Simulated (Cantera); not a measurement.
An isothermal, constant-pressure homogeneous reactor starts with NO : N₂ = 1 : 0.87 (molar parts), at 1750 K and 24.0 Torr.

Computed with Cantera and GRI-Mech 3.0 (53 species, 325 reactions). Radical loss at walls, strong at low pressure, is not modelled.

x: mole fraction; the columns are a selection and need not sum to one.

| t (s) | x NO | x N₂ | x N₂O | x O₂ | x NO₂ |
|---|---|---|---|---|---|
| 0.000500 | 0.535 | 0.465 | 6.66e-7 | 1.08e-9 | ? |
| 0.00125 | 0.535 | 0.465 | 1.66e-6 | 6.72e-9 | ? |
| 0.00313 | 0.535 | 0.465 | 4.10e-6 | 4.17e-8 | ? |
| 0.00783 | 0.535 | 0.465 | 9.98e-6 | 2.74e-7 | ? |
| 0.0196 | 0.535 | 0.465 | 2.33e-5 | 2.22e-6 | ? |
| 0.0490 | 0.535 | 0.465 | 4.91e-5 | 1.96e-5 | ? |
| 0.122 | 0.534 | 0.465 | 8.34e-5 | 0.000108 | 3.17e-5 |
| 0.306 | 0.534 | 0.466 | 0.000103 | 0.000383 | 3.42e-5 |
| 0.766 | 0.532 | 0.466 | 0.000104 | 0.00110 | 3.67e-5 |
| 1.92 | 0.529 | 0.468 | 0.000102 | 0.00291 | ? |
| 4.79 | 0.520 | 0.473 | 9.68e-5 | 0.00742 | ? |
| 12.0 | 0.497 | 0.484 | 8.63e-5 | 0.0186 | ? |
| 30.0 | 0.444 | 0.511 | 6.58e-5 | 0.0452 | ? |

Task: Fill in the missing entries.

Result: 
- 0.000500, x NO₂: 1.20e-8
- 0.00125, x NO₂: 7.32e-8
- 0.00313, x NO₂: 4.27e-7
- 0.00783, x NO₂: 2.25e-6
- 0.0196, x NO₂: 9.38e-6
- 0.0490, x NO₂: 2.38e-5
- 1.92, x NO₂: 4.23e-5
- 4.79, x NO₂: 5.37e-5
- 12.0, x NO₂: 7.39e-5
- 30.0, x NO₂: 0.000100
